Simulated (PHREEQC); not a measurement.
A column of 0.1 m (40 cells, dispersivity 0.008 m, 300 s a shift, diffusion coefficient 3e-10 m²/s) holds 0.034 eq of the database's cation exchanger X per kg of pore water, first in equilibrium with 0.00064 mol/kgw BaCl2, 0.0039 mol/kgw NaCl and 1e-05 mol/kgw HCl. It is flushed with 0.0037 mol/kgw MgCl2, 0.0035 mol/kgw CaCl2, 0.0011 mol/kgw PbCl2 and 1e-05 mol/kgw HCl, at 40 °C. Values are for the last cell. No CO2 enters from the air. Nothing may precipitate in this run.

All values are PHREEQC results (ion-association model, phreeqc.dat), not measurements.

| pore volumes | Mg in solution (mol/kgw) | Ca in solution (mol/kgw) | Pb in solution (mol/kgw) | Na in solution (mol/kgw) | Ba in solution (mol/kgw) | BaX2 on the exchanger (mol/kgw) | NaX on the exchanger (mol/kgw) |
|---|---|---|---|---|---|---|---|
| 0 | 0 | 0 | 0 | 0.00390 | 0.000640 | 0.0161 | 0.00172 |
| 0.4625 | 0 | 0 | 0 | 0.00411 | 0.000715 | 0.0161 | 0.00171 |
| 0.9125 | 4.09e-6 | 8.31e-8 | 8.83e-9 | 0.00396 | ? | 0.0166 | 0.000772 |
| 1.587 | 0.000804 | 0.000212 | 5.76e-5 | 0.000885 | 0.00632 | 0.0154 | 0.000121 |
| 2.038 | 0.00163 | 0.000665 | 0.000194 | 0.000258 | 0.00557 | 0.0133 | 3.49e-5 |
| 2.487 | 0.00225 | 0.00117 | 0.000351 | 7.16e-5 | 0.00446 | 0.0110 | 9.85e-6 |
| 2.938 | 0.00269 | 0.00164 | 0.000497 | 1.94e-5 | 0.00346 | 0.00890 | 2.73e-6 |
| 3.612 | 0.00310 | 0.00222 | 0.000680 | 2.70e-6 | 0.00230 | 0.00621 | 3.88e-7 |
| 4.062 | ? | 0.00252 | 0.000775 | 7.19e-7 | ? | 0.00478 | 1.05e-7 |
| 4.513 | 0.00341 | 0.00276 | 0.000853 | 1.91e-7 | 0.00129 | 0.00363 | 2.82e-8 |
| 4.963 | 0.00349 | 0.00294 | 0.000914 | 5.09e-8 | 0.000950 | 0.00272 | 7.55e-9 |
| 5.412 | 0.00356 | 0.00309 | 0.000961 | 1.35e-8 | 0.000696 | 0.00202 | 2.02e-9 |
| 6.088 | 0.00362 | 0.00324 | 0.00101 | ? | 0.000432 | 0.00126 | 2.78e-10 |
| 6.537 | 0.00364 | ? | 0.00104 | 4.93e-10 | 0.000312 | 0.000917 | 7.41e-11 |
| 6.987 | 0.00366 | 0.00336 | 0.00105 | 1.31e-10 | 0.000224 | 0.000661 | 1.97e-11 |

Question: Complete the blanks.

Answer: 
- 0.9125, Ba in solution (mol/kgw): 0.00335
- 4.062, Mg in solution (mol/kgw): 0.00328
- 4.062, Ba in solution (mol/kgw): 0.00173
- 6.088, Na in solution (mol/kgw): 1.86e-9
- 6.537, Ca in solution (mol/kgw): 0.00331

Species that the database lacks are ignored. Away from 25 °C the constants follow the database's enthalpies or fits; those with neither stay at their 25 °C values.
